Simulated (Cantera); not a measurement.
A perfectly stirred reactor is fed with CH4 : CO2 = 1 : 0.99 (molar parts), at 0.132 atm; it is held at 1850 K, and followed from long to short residence time.

Detailed kinetics in Cantera: GRI-Mech 3.0 (53 species, 325 reactions).

Problem. What does this change do: temperature 1850 to 2000 K?

Solution. 
```json
[
 {"quantity": "x(CH4) at τ = 5.00 s", "before": "0.00554", "after": "0.00175"},
 {"quantity": "x(CO2) at τ = 5.00 s", "before": "0.0107", "after": "0.00341"},
 {"quantity": "x(HO2) at τ = 5.00 s", "before": "<1e-12", "after": "<1e-12"},
 {"quantity": "x(CO) at τ = 5.00 s", "before": "0.464", "after": "0.485"},
 {"quantity": "x(H2) at τ = 5.00 s", "before": "0.454", "after": "0.482"},
 {"quantity": "x(CH4) at τ = 63.0 ms", "before": "0.0453", "after": "0.0166"},
 {"quantity": "x(CO2) at τ = 63.0 ms", "before": "0.0962", "after": "0.0386"},
 {"quantity": "x(HO2) at τ = 63.0 ms", "before": "4.14e-12", "after": "1.46e-11"},
 {"quantity": "x(CO) at τ = 63.0 ms", "before": "0.290", "after": "0.387"},
 {"quantity": "x(H2) at τ = 63.0 ms", "before": "0.282", "after": "0.361"}
]
```
